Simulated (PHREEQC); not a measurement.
## Buffer: speciation

Solution (25 °C): 53 mmol/kgw H3PO4 and 25 mmol/kgw K2HPO4. It is in equilibrium with CO2 at log p = -3.5 (atm). Otherwise closed; pH follows from the charge balance.

Model: ion-association model, phreeqc.dat, run in PHREEQC.

Each row changes one thing in this solution. Precipitation was switched off in this run.

| case | pH | ionic strength (mol/kgw) | H2PO4- (mol/kgw) | H3PO4 (mol/kgw) | HPO4-2 (mol/kgw) | HCO3- (mol/kgw) |
|---|---|---|---|---|---|---|
| as made | 2.44 | 0.0543 | 0.0543 | 0.0237 | 1.68e-6 | 1.59e-9 |
| K2HPO4 from 0.025 to 0.0225 mol/kgw | 2.37 | 0.0500 | 0.0500 | 0.0255 | 1.31e-6 | 1.36e-9 |
| K2HPO4 left out | 1.80 | 0.0175 | 0.0175 | 0.0355 | 1.02e-7 | 3.46e-10 |
| H3PO4 from 0.053 to 0.0477 mol/kgw | 2.52 | 0.0535 | 0.0535 | 0.0192 | 2.01e-6 | 1.94e-9 |
| temperature from 25 to 65 °C | 2.58 | 0.0531 | 0.0531 | 0.0249 | 2.92e-6 | 1.15e-9 |
| K2HPO4 replaced by K2SO4 at the same molality | 1.93 | 0.0766 | 0.0225 | 0.0306 | 2.34e-7 | 5.08e-10 |
| H3PO4 from 0.053 to 0.0265 mol/kgw | 3.67 | 0.0503 | 0.0502 | 0.00128 | 2.64e-5 | 2.73e-8 |
| diluted 2-fold with water | 2.53 | 0.0284 | 0.0284 | 0.0106 | 9.46e-7 | 1.87e-9 |

At this temperature some constants are extrapolated from 25 °C, and those without enthalpy data are left unchanged.
